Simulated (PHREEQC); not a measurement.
Solution (61 °C): 0.0038 mol MgCl2 and 2.2e-05 mol CO2 per kg of water. Closed to the air; pH follows from the charge balance.

All values are PHREEQC results (ion-association model, phreeqc.dat), not measurements.

```json
[
 {"quantity": "pH", "before": "5.50", "after": "5.88"},
 {"quantity": "MgOH+ (mol/kgw)", "before": "5.61e-8", "after": "3.21e-8"}
]
```

What was changed between the two runs?
(A) CO2 from 2.2e-05 to 0.00022 mol/kgw
(B) temperature from 61 to 60 °C
(C) CO2 left out
(D) temperature from 61 to 65 °C
(E) diluted 5-fold with water

E, diluted 5-fold with water

This is a speciation only: nothing precipitates in the calculation. Constants without temperature data keep their 25 °C values here.
